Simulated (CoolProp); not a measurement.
R1336mzz(E) at several states: density (kg/m³) from the reference equation and from simpler models built on Tc = 403.5 K, pc = 2779 kPa, ω = 0.413; each cubic takes its own stable root.

Computed with CoolProp (reference Helmholtz-energy equation of state, Akasaka 2023).

| T (K) | p (kPa) | phase | reference | van der Waals | Redlich-Kwong | Soave-Redlich-Kwong | Peng-Robinson |
|---|---|---|---|---|---|---|---|
| 388.4 | 179 | gas | 9.346 | 9.292 | 9.325 | 9.332 | 9.357 |
| 334.6 | 21.4 | gas | 1.269 | 1.266 | 1.268 | 1.268 | 1.269 |
| 336.4 | 1810 | liquid | 1204 | 685.7 | 957.7 | 1032 | 1169 |
| 380.4 | 126 | gas | 6.672 | 6.640 | 6.659 | 6.664 | 6.677 |
| 396.6 | 12.2 | gas | 0.6080 | 0.6078 | 0.6079 | 0.6079 | 0.6080 |
